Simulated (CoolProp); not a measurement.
Aqueous ammonia as a coolant, 24 % by mass, freezing at -51.1 °C, 1 atm.

Values from CoolProp's Melinder's fits for secondary coolants.

```
T (°C)  conductivity (W/(m K))  Prandtl number  cp (kJ/(kg K))  density (kg/m³)
------  ----------------------  --------------  --------------  ---------------
-6.5                     0.418            28.3           4.246            923.4
-2.7                     0.425            24.4           4.241            921.6
1                        0.432            21.4           4.237            919.9
4.8                      0.438            18.7           4.234            918.0
8.5                      0.445            16.6           4.230            916.2
12.3                     0.451            14.7           4.227            914.2
16.1                     0.458            13.0           4.224            912.2
19.8                     0.464            11.7           4.221            910.1
23.6                     0.470            10.4           4.218            907.9
```
